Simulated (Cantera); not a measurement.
Charge: 1 mol Fe(CO)₅, 0.012 mol O₂, 16 mol N₂, at 0.133 bar.

Cantera equilibrium calculation (NASA polynomials, part measured and part estimated; ideal gas, pure solids and liquids). Candidate condensed phases: C, Fe, Fe(CO)₅, FeO, Fe₂O₃, Fe₃O₄; 27 gas species. Kinetics and transport are ignored.

At 850 °C, list the 3 most abundant gas species with their mole fractions, and the condensed phases.

N₂ 0.762, CO 0.237, CO₂ 0.00114. Condensed: Fe(α).
